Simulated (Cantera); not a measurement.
Feed: 1 mol HF, 0.62 mol O2, held at 2600 °C and 133 Pa.

Equilibrium computed with Cantera from the NASA thermochemical tables; the gas is ideal and each condensed phase is pure. Candidate condensed phases: H2O; 22 gas species. Equilibrium is a limit: real reactors are often held back by kinetics, nucleation or transport.

Base state: O 0.420, HF 0.303, F 0.117, H 0.105, O2 0.0456, OH 0.00853, H2 0.00132, H2O 0.000360 (mole fractions); condensed: gas only.

Problem. What changes in the equilibrium state with this change: O2 from 0.62 to 0.2 mol?

Solution. 
```json
[
 {"species": "HF", "before": "0.303", "after": "0.481"},
 {"species": "O", "before": "0.420", "after": "0.219"},
 {"species": "F", "before": "0.117", "after": "0.145"},
 {"species": "O2", "before": "0.0456", "after": "0.0124"},
 {"species": "H", "before": "0.105", "after": "0.134"},
 {"species": "H2", "before": "0.00132", "after": "0.00217"},
 {"species": "OH", "before": "0.00853", "after": "0.00570"},
 {"species": "H2O", "before": "0.000360", "after": "0.000308"}
]
```

Problem. What changes in the equilibrium state with this change: O2 from 0.62 to 0.12 mol?

Solution. 
```
species   before    after
-------  -------  -------
HF         0.303    0.541
F          0.117    0.153
O          0.420    0.150
O2        0.0456  0.00584
H          0.105    0.143
OH       0.00853  0.00417
H2       0.00132  0.00247
```
